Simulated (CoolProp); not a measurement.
Vapour-liquid equilibrium of R125 (1) + R236FA (2) at 0.0455 MPa; x and y are mole fractions of (1).

Model: multi-fluid Helmholtz-energy mixture model, Lemmon 2005 and Pan 2012; pair parameters Bell 2016, in CoolProp.

Problem. Give the bubble temperature and the first vapour's composition at x = 0.05, 0.5, 0.95. Is there an azeotrope?

Solution. x = 0.05: 247.9 K, y = 0.294; x = 0.5: 221.3 K, y = 0.921; x = 0.95: 210.9 K, y = 0.996. No azeotrope shows between x = 0.05 and 0.95.

Pair parameters are fitted to limited data, so mixtures are less certain than the pure fluids.
